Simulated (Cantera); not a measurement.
## Reactions in the system C-Cl-Fe

Cantera with NASA thermochemical tables; ideal gases at 1 bar, condensed phases pure. Values are per mole of reaction as written; species without (g) are pure solids or liquids, kept so even where they would boil at 1 bar.

CCl₄(g) + 2 Fe = C + 2 FeCl₂

| T (K) | ΔH° (kJ) | ΔS° (J/K) | ΔG° (kJ) | log10 K | condensed phases |
|---|---|---|---|---|---|
| 450 | -584.1 | -112.7 | -533.4 | 61.91 | Fe(α), C(graphite), FeCl₂(s) |
| 650 | -580.0 | -105.2 | -511.7 | 41.12 | Fe(α), C(graphite), FeCl₂(s) |
| 850 | -577.0 | -101.0 | -491.1 | 30.18 | Fe(α), C(graphite), FeCl₂(s) |
| 1050 | -490.2 | -9.6 | -480.1 | 23.88 | Fe(α), C(graphite), FeCl₂(l) |
| 1250 | -484.7 | -5.0 | -478.5 | 20.00 | Fe(γ), C(graphite), FeCl₂(l) |
| 1450 | -474.5 | 2.6 | -478.3 | 17.23 | Fe(γ), C(graphite), FeCl₂(l) |
| 1650 | -464.9 | 8.9 | -479.5 | 15.18 | Fe(γ), C(graphite), FeCl₂(l) |
